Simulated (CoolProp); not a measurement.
Hexamethyldisiloxane (MM) at several states: Z from the reference equation and from simpler models built on Tc = 245.6 °C, pc = 1931 kPa, ω = 0.418; each cubic takes its own stable root.

Values from CoolProp's reference Helmholtz-energy equation of state, Thol 2016.

```csv
T (°C),p (kPa),phase,reference
190.85,3760,liquid,0.2771
104.65,9600,liquid,0.7133
202.65,594,gas,0.8289
85.55,3740,liquid,0.2900
299.75,2210,supercritical,0.6739
```

Q: How far does each simpler model (Redlich-Kwong, Soave-Redlich-Kwong, Peng-Robinson) lie from the reference over these 5 states: mean and median of the absolute difference, and the worst?

A: 
- Redlich-Kwong: mean 8.2 %, median 8.7 %, worst +13.4 % at 190.85 °C and 3760 kPa
- Soave-Redlich-Kwong: mean 4.6 %, median 4.8 %, worst +8.3 % at 190.85 °C and 3760 kPa
- Peng-Robinson: mean 3.7 %, median 3.9 %, worst -6.7 % at 104.65 °C and 9600 kPa
